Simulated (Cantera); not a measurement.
Cantera run:

```python
import numpy as np
import cantera as ct

gas_names = """
    AL ALCL ALCL2 ALCL3 ALH AL2 AL2CL6 CL CL2 H HCL H2
""".split()
cond_names = """
    AL(cr) AL(L) ALCL3(s) ALCL3(L)
""".split()


# ... load() reads the species with a 1 bar reference pressure and builds the phases ...
atoms = {
    'Al': {'AL': 1},
    'Cl2': {'CL': 2},
    'H2': {'H': 2},
}
top_T = {}  # K; cautious upper limits of use, not melting points


# ... equilibrate(T, P, feed) seeds the gas with the atoms and calls Mixture.equilibrate('TP', solver="vcs", rtol=1e-11, max_steps=5000) ...
results = []
T = 648  # K
P = 2600  # Pa
for m in [0.22, 0.36, 0.58, 0.95, 1.6, 2.5, 4.1, 6.7, 11, 18]:
    feed = {'Al': 1, 'Cl2': 6.2, 'H2': m}  # mol
    mix = equilibrate(T, P, feed)
    results.append((T, P, feed, dict(zip(mix.species_names, mix.species_moles))))

top = {s: max(r[3][s] / sum(r[3][g] for g in gas_names) for r in results) for s in gas_names}
cols = sorted((s for s in top if top[s] > 0.001), key=lambda s: -top[s])[:5]
seen = [c for c in cond_names if any(r[3].get(c, 0) > 1e-12 for r in results)]
print("log10 of partial pressures in bar; condensed amounts in mol")
print(f"{'n(H2)':>10s}" + "".join(f"{s[:9]:>10s}" for s in cols + seen))
for T, P, feed, n in results:
    ng = sum(n[g] for g in gas_names)
    print(f"{feed['H2']:10.4g}" + "".join(f"{np.log10(max(n[s] / ng * P / 1e5, 1e-99)):10.3f}" for s in cols)
          + "".join(f"{n.get(c, 0):10.4g}" for c in seen))
```

Output:

```
log10 of partial pressures in bar; condensed amounts in mol
     n(H2)       HCL       CL2        H2     ALCL3    AL2CL6
      0.22    -2.695    -1.687   -19.558    -2.646    -2.934
      0.36    -2.492    -1.712   -19.127    -2.653    -2.948
      0.58    -2.301    -1.751   -18.707    -2.664    -2.970
      0.95    -2.113    -1.818   -18.263    -2.681    -3.005
       1.6    -1.929    -1.943   -17.770    -2.710    -3.063
       2.5    -1.788    -2.144   -17.287    -2.746    -3.135
       4.1    -1.653    -2.789   -16.373    -2.802    -3.247
       6.7    -1.699   -16.882    -2.371    -2.877    -3.397
        11    -1.830   -17.512    -2.004    -2.975    -3.592
        18    -1.984   -17.990    -1.833    -3.093    -3.829
```

Method: chemical equilibrium by Gibbs-energy minimisation in Cantera with the NASA 1993 tables (ideal gas, pure condensed phases).
